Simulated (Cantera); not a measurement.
Cantera run:

```python
import numpy as np
import cantera as ct

gas_names = """
    CL CL2 H HCL H2 N NH NH2 NH3 N2 N2H2 N2H4 Si SiCL SiCL2 SiCL3 SiCL4 SiH SiHCL3 SiH2 SiH2CL2 SiH3
    SiH3CL SiH4 SiN Si2 Si2N Si3
""".split()
cond_names = """
    NH4CL(a) NH4CL(b) Si(cr) Si(L) Si3N4(a)
""".split()


# ... load() reads the species with a 1 bar reference pressure and builds the phases ...
atoms = {
    'SiHCl3': {'Si': 1, 'H': 1, 'CL': 3},
    'N2': {'N': 2},
}
top_T = {'Si3N4(a)': 2400}  # K; cautious upper limits of use, not melting points


# ... equilibrate(T, P, feed) seeds the gas with the atoms and calls Mixture.equilibrate('TP', solver="vcs", rtol=1e-11, max_steps=5000) ...
results = []
feed = {'SiHCl3': 1, 'N2': 11}  # mol
for P in [100, 300, 880, 2600, 7700, 23000, 68000, 200000]:
    for T in [1448, 1473, 1498, 1523, 1548, 1573, 1598, 1623, 1648, 1673, 1698, 1723, 1748, 1773]:
        mix = equilibrate(T, P, feed)
        results.append((T, P, feed, dict(zip(mix.species_names, mix.species_moles))))

for T, P, feed, n in results:
    print(f"{T:7g} {P:10.4g}  " + (" + ".join(c for c in cond_names if n.get(c, 0) > 1e-12) or "gas only"))
```

It prints:

```
   1448        100  gas only
   1473        100  gas only
   1498        100  gas only
   1523        100  gas only
   1548        100  gas only
   1573        100  gas only
   1598        100  gas only
   1623        100  gas only
   1648        100  gas only
   1673        100  gas only
   1698        100  gas only
   1723        100  gas only
   1748        100  gas only
   1773        100  gas only
   1448        300  Si3N4(a)
   1473        300  gas only
   1498        300  gas only
   1523        300  gas only
   1548        300  gas only
   1573        300  gas only
   1598        300  gas only
   1623        300  gas only
   1648        300  gas only
   1673        300  gas only
   1698        300  gas only
   1723        300  gas only
   1748        300  gas only
   1773        300  gas only
   1448        880  Si3N4(a)
   1473        880  Si3N4(a)
   1498        880  Si3N4(a)
   1523        880  gas only
   1548        880  gas only
   1573        880  gas only
   1598        880  gas only
   1623        880  gas only
   1648        880  gas only
   1673        880  gas only
   1698        880  gas only
   1723        880  gas only
   1748        880  gas only
   1773        880  gas only
   1448       2600  Si3N4(a)
   1473       2600  Si3N4(a)
   1498       2600  Si3N4(a)
   1523       2600  Si3N4(a)
   1548       2600  Si3N4(a)
   1573       2600  Si3N4(a)
   1598       2600  gas only
   1623       2600  gas only
   1648       2600  gas only
   1673       2600  gas only
   1698       2600  gas only
   1723       2600  gas only
   1748       2600  gas only
   1773       2600  gas only
   1448       7700  Si3N4(a)
   1473       7700  Si3N4(a)
   1498       7700  Si3N4(a)
   1523       7700  Si3N4(a)
   1548       7700  Si3N4(a)
   1573       7700  Si3N4(a)
   1598       7700  Si3N4(a)
   1623       7700  Si3N4(a)
   1648       7700  Si3N4(a)
   1673       7700  gas only
   1698       7700  gas only
   1723       7700  gas only
   1748       7700  gas only
   1773       7700  gas only
   1448    2.3e+04  Si3N4(a)
   1473    2.3e+04  Si3N4(a)
   1498    2.3e+04  Si3N4(a)
   1523    2.3e+04  Si3N4(a)
   1548    2.3e+04  Si3N4(a)
   1573    2.3e+04  Si3N4(a)
   1598    2.3e+04  Si3N4(a)
   1623    2.3e+04  Si3N4(a)
   1648    2.3e+04  Si3N4(a)
   1673    2.3e+04  Si3N4(a)
   1698    2.3e+04  Si3N4(a)
   1723    2.3e+04  Si3N4(a)
   1748    2.3e+04  gas only
   1773    2.3e+04  gas only
   1448    6.8e+04  Si3N4(a)
   1473    6.8e+04  Si3N4(a)
   1498    6.8e+04  Si3N4(a)
   1523    6.8e+04  Si3N4(a)
   1548    6.8e+04  Si3N4(a)
   1573    6.8e+04  Si3N4(a)
   1598    6.8e+04  Si3N4(a)
   1623    6.8e+04  Si3N4(a)
   1648    6.8e+04  Si3N4(a)
   1673    6.8e+04  Si3N4(a)
   1698    6.8e+04  Si3N4(a)
   1723    6.8e+04  Si3N4(a)
   1748    6.8e+04  Si3N4(a)
   1773    6.8e+04  Si3N4(a)
   1448      2e+05  Si3N4(a)
   1473      2e+05  Si3N4(a)
   1498      2e+05  Si3N4(a)
   1523      2e+05  Si3N4(a)
   1548      2e+05  Si3N4(a)
   1573      2e+05  Si3N4(a)
   1598      2e+05  Si3N4(a)
   1623      2e+05  Si3N4(a)
   1648      2e+05  Si3N4(a)
   1673      2e+05  Si3N4(a)
   1698      2e+05  Si3N4(a)
   1723      2e+05  Si3N4(a)
   1748      2e+05  Si3N4(a)
   1773      2e+05  Si3N4(a)
```

Equilibrium computed with Cantera from the NASA thermochemical tables; the gas is ideal and each condensed phase is pure. N2 is the only nitrogen source here; it is nearly inert below about 1500 K, so the nitride shown seldom forms there in practice. The tables' values for SiCl3 are old estimates.
